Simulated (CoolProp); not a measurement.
Vapour-liquid equilibrium of methanol (1) + dimethyl carbonate (2) at 185.25 °C; x and y are mole fractions of (1).

Model: multi-fluid Helmholtz-energy mixture model, de Reuck 1993 and Zhou 2011; pair parameters Bell 2016, in CoolProp.

```
x      bubble pressure, mixture model (MPa)  bubble pressure, Raoult's law (MPa)  y, mixture model  y, Raoult's law
-----  ------------------------------------  -----------------------------------  ----------------  ---------------
0.05                                  1.212                                1.129             0.162            0.134
0.125                                 1.456                                1.279             0.320            0.296
0.2                                   1.672                                1.428             0.429            0.423
0.275                                 1.865                                1.578             0.511            0.527
0.35                                  2.039                                1.727             0.576            0.613
0.425                                 2.197                                1.877             0.631            0.685
0.5                                   2.340                                2.026             0.680            0.746
0.575                                 2.472                                2.176             0.725            0.799
0.65                                  2.594                                2.325             0.769            0.845
0.725                                 2.706                                2.475             0.813            0.886
0.8                                   2.808                                2.624             0.858            0.922
0.875                                 2.900                                2.774             0.907            0.954
0.95                                  2.979                                2.923             0.960            0.982
```

The largest gap from Raoult's law is +18.2 % in bubble pressure, at x = 0.275. No azeotrope shows between x = 0.05 and 0.95.

Pair parameters are fitted to limited data, so mixtures are less certain than the pure fluids.
